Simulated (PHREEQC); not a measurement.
Solution (25 °C): 0.099 mol/kgw HF and 3.5e-05 mol/kgw NaF. Closed to the air; pH follows from the charge balance.

All values are PHREEQC results (ion-association model, wateq4f.dat), not measurements.

```json
[
 {"quantity": "pH", "before": "2.13", "after": "2.54"},
 {"quantity": "ionic strength (mol/kgw)", "before": "0.00817", "after": "0.298"},
 {"quantity": "HF (mol/kgw)", "before": "0.0663", "after": "0.00871"},
 {"quantity": "H2F2 (mol/kgw)", "before": "0.0115", "after": "0.000212"},
 {"quantity": "F- (mol/kgw)", "before": "0.00651", "after": "0.00320"},
 {"quantity": "HF2- (mol/kgw)", "before": "0.00166", "after": "0.000115"}
]
```

Problem. What was changed between the two runs?
A) HF replaced by Cu(BF4)2 at the same molality
B) HF from 0.099 to 0.0495 mol/kgw
C) NaF left out
D) 0.0024 mol/kgw PbCl2 added
E) 0.0013 mol/kgw KCl added

Solution. A, HF replaced by Cu(BF4)2 at the same molality

No solid was allowed to form. Real BF4- forms and hydrolyses slowly; the run takes it at equilibrium.
